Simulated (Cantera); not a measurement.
Input (Python, Cantera):

```python
import numpy as np
import cantera as ct

gas = ct.Solution("gri30.yaml", transport_model="mixture-averaged")
show = ['CO2', 'H', 'CH3']

rows = []
print(f"{'T/K':>7s}{'rho':>11s}{'cp':>10s}{'mu':>11s}{'lambda':>11s}{'Pr':>7s}" + "".join(f"{'D_' + s:>11s}" for s in show))
for T in [400, 550, 700, 850, 1000, 1150, 1300, 1450, 1600]:
    gas.TPX = T, 2200, {'H2O': 0.32, 'O2': 0.37}
    Pr = gas.cp_mass * gas.viscosity / gas.thermal_conductivity
    D = [gas.mix_diff_coeffs_mole[gas.species_index(s)] for s in show]
    rows.append([gas.density, gas.cp_mass, gas.viscosity, gas.thermal_conductivity, Pr, *D])
    print(f"{T:7g}{gas.density:11.4e}{gas.cp_mass:10.1f}{gas.viscosity:11.4e}"
          f"{gas.thermal_conductivity:11.4e}{Pr:7.3f}" + "".join(f"{d:11.4e}" for d in D))
print("SI units: kg/m3, J/kg/K, Pa s, W/m/K, m2/s")
```

Result:

```
    T/K        rho        cp         mu     lambda     Pr      D_CO2        D_H      D_CH3
    400 1.6877e-02    1256.0 2.0311e-05 3.5274e-02  0.723 1.2611e-03 1.0086e-02 1.8076e-03
    550 1.2274e-02    1313.8 2.6656e-05 4.8870e-02  0.717 2.2784e-03 1.7914e-02 3.2094e-03
    700 9.6439e-03    1375.2 3.2561e-05 6.2880e-02  0.712 3.5228e-03 2.7385e-02 4.9051e-03
    850 7.9421e-03    1431.5 3.8104e-05 7.7061e-02  0.708 4.9698e-03 3.8334e-02 6.8654e-03
   1000 6.7508e-03    1483.8 4.3346e-05 9.1226e-02  0.705 6.6022e-03 5.0646e-02 9.0697e-03
   1150 5.8702e-03    1531.8 4.8333e-05 1.0526e-01  0.703 8.4074e-03 6.4236e-02 1.1502e-02
   1300 5.1929e-03    1575.7 5.3098e-05 1.1911e-01  0.702 1.0375e-02 7.9034e-02 1.4152e-02
   1450 4.6557e-03    1615.8 5.7669e-05 1.3273e-01  0.702 1.2498e-02 9.4987e-02 1.7008e-02
   1600 4.2192e-03    1652.4 6.2067e-05 1.4613e-01  0.702 1.4770e-02 1.1205e-01 2.0062e-02
SI units: kg/m3, J/kg/K, Pa s, W/m/K, m2/s
```

Computed with Cantera and GRI-Mech 3.0 (53 species, 325 reactions). Polar gases are described roughly by these parameters.
